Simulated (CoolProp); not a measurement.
Vapour-liquid equilibrium of R22 (1) + dimethyl ether (2) at 0.147 bar; x and y are mole fractions of (1).

Computed with CoolProp (multi-fluid Helmholtz-energy mixture model, Kamei 1995 and Wu 2011; pair parameters Bell 2016).

| x | bubble temperature, mixture model (°C) | bubble temperature, Raoult's law (°C) | y, mixture model | y, Raoult's law |
|---|---|---|---|---|
| 0.05 | -61.3 | -62.6 | 0.034 | 0.110 |
| 0.2 | -60.6 | -65.3 | 0.177 | 0.372 |
| 0.35 | -60.7 | -67.7 | 0.396 | 0.564 |
| 0.5 | -62.4 | -69.7 | 0.658 | 0.708 |
| 0.65 | -66.1 | -71.5 | 0.865 | 0.820 |
| 0.8 | -70.5 | -73.1 | 0.966 | 0.908 |
| 0.95 | -74.2 | -74.6 | 0.997 | 0.979 |

The largest gap from Raoult's law is +7.3 K in bubble temperature, at x = 0.5. y crosses x between x = 0.2 and 0.35: the model has an azeotrope there.

Pair parameters are fitted to limited data, so mixtures are less certain than the pure fluids.
